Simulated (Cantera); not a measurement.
Input: 1 mol PbO, 17 mol CO, 12 mol H2, at 700 °C and 4.50 mbar.

These are equilibrium values from Cantera (NASA tables, ideal gas, pure condensed phases), not measurements of a reactor. Rates play no part.

| species | before | after |
|---|---|---|
| H2 | 0.402 | 0.559 |
| CO | 0.561 | 0.391 |
| CO2 | 0.0238 | 0.0257 |
| H2O | 0.0106 | 0.0228 |
| Pb | 0.00194 | 0.00194 |
| Pb(l), mol | 0.944 | 0.960 |
Gas species are given as mole fractions.

**Question.** Which change was made?
A) temperature from 700 °C to 600 °C
B) CO from 17 to 8.6 mol
C) pressure from 4.50 mbar to 9.10 bar
D) H2 from 12 to 0.4 mol

**Answer.** B, CO from 17 to 8.6 mol
